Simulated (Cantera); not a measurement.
Mixture: 10.8 % CO, 5.16 % H₂, 9.35 % CH₄, 15.7 % O₂, 59.0 % N₂, equivalence ratio 1.7, at 0.987 atm, adiabatic and at constant pressure. Ignition delay is the time to a rise of 400 K.

Model: GRI-Mech 3.0 (53 species, 325 reactions), integrated in Cantera.

Question: Predict: delay at 1400 K; delay at 1475 K; delay at 1550 K; delay at 1625 K; delay at 1700 K; apparent activation energy between 1550 and 1700 K.

Answer: 
```
Item                                                     Value
--------------------------------------------------  ----------
delay at 1400 K                                       0.557 ms
delay at 1475 K                                       0.329 ms
delay at 1550 K                                       0.205 ms
delay at 1625 K                                       0.135 ms
delay at 1700 K                                        91.6 µs
apparent activation energy between 1550 and 1700 K  120 kJ/mol
```
